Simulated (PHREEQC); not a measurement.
Dissolve 0.014 mol/kgw PbCl2 and 0.027 mol/kgw HNO3 at 20 °C. Closed to the air; pH follows from the charge balance.

Equilibrium calculation in PHREEQC: ion-association model, wateq4f.dat.

Each row changes one thing in this solution. Precipitation was switched off in this run.

```tsv
case	pH	ionic strength (mol/kgw)	NO3- (mol/kgw)
as made	1.64	0.0591	0.0255
PbCl2 left out	1.62	0.0270	0.0270
HNO3 from 0.027 to 0.27 mol/kgw	0.67	0.296	0.264
HNO3 from 0.027 to 0.054 mol/kgw	1.35	0.0850	0.0515
PbCl2 from 0.014 to 0.0154 mol/kgw	1.64	0.0619	0.0254
diluted 2-fold with water	1.93	0.0310	0.0130
```

Species that the database lacks are ignored.
